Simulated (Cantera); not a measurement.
An isothermal, constant-pressure homogeneous reactor starts with CH4 : H2 = 0.013 : 1 (molar parts), at 1700 K and 9.75 Torr.

Detailed kinetics in Cantera: GRI-Mech 3.0 (53 species, 325 reactions). GRI-Mech 3.0 stops at C3 and has no aromatics, soot or wall deposition, so with more carbon than oxygen in the feed, carbon stays in small species such as C2H2 where larger ones or solid carbon would form. Radical loss at walls, strong at low pressure, is not modelled.

x: mole fraction; the columns are a selection and need not sum to one.

| t (s) | x CH4 | x H2 | x H | x C2H4 | x CH3 | x C2H2 | x C2H6 |
|---|---|---|---|---|---|---|---|
| 7.00e-6 | 0.0128 | 0.987 | 2.57e-8 | <1e-12 | 2.31e-8 | <1e-12 | <1e-12 |
| 3.09e-5 | 0.0128 | 0.987 | 1.27e-7 | <1e-12 | 8.76e-8 | <1e-12 | <1e-12 |
| 0.000136 | 0.0128 | 0.987 | 6.74e-7 | <1e-12 | 2.73e-7 | <1e-12 | <1e-12 |
| 0.000600 | 0.0128 | 0.987 | 3.23e-6 | 8.48e-12 | 9.49e-7 | <1e-12 | 3.25e-12 |
| 0.00265 | 0.0128 | 0.987 | 1.45e-5 | 6.33e-10 | 3.92e-6 | 9.67e-12 | 1.52e-10 |
| 0.0117 | 0.0128 | 0.987 | 6.41e-5 | (withheld) | 1.70e-5 | 4.39e-9 | 4.29e-9 |
| 0.0514 | 0.0127 | 0.987 | 0.000279 | (withheld) | 7.31e-5 | 2.18e-6 | 6.96e-8 |
| 0.227 | 0.0121 | 0.987 | 0.000920 | (withheld) | 0.000228 | 0.000236 | 3.96e-7 |
| 1.00 | 0.00839 | 0.988 | 0.00116 | (withheld) | 0.000199 | 0.00208 | 2.57e-7 |

Q: Complete the blanks.

A: 
- 0.0117, x C2H4: 4.93e-8
- 0.0514, x C2H4: 2.34e-6
- 0.227, x C2H4: 1.26e-5
- 1.00, x C2H4: 8.89e-6
